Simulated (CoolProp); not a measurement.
A single-stage vapour-compression cycle with toluene: evaporating at 319.15 K (dew point), condensing at 384.15 K (bubble point), superheat 5 K, subcooling 5 K, compressor efficiency 0.7, no pressure losses. Each further row changes one setting.

Values from CoolProp's reference Helmholtz-energy equation of state, Lemmon 2006. It is a short technical equation, of lower accuracy than the large ones.

```
case                              cooling COP  pressure ratio  discharge temperature (K)  refrigerating effect (kJ/kg)  volumetric capacity (kJ/m³)
--------------------------------  -----------  --------------  -------------------------  ----------------------------  ---------------------------
as stated                                2.88            9.92                      400.9                           294                          105
evaporating temperature 324.15 K         3.23            7.99                          …                             …                          131
condensing temperature 379.15 K          3.19            8.59                          …                           304                          108
subcooling 10 K                             …            9.92                      400.9                           304                          108
superheat 15 K                           2.92            9.92                      410.9                           307                            …
compressor efficiency 0.6                2.47            9.92                      411.8                           294                          105
```

Problem. Some entries are withheld; supply them.

Solution. 
- evaporating temperature 324.15 K, discharge temperature (K): 399.0
- evaporating temperature 324.15 K, refrigerating effect (kJ/kg): 300
- condensing temperature 379.15 K, discharge temperature (K): 396.2
- subcooling 10 K, cooling COP: 2.98
- superheat 15 K, volumetric capacity (kJ/m³): 106
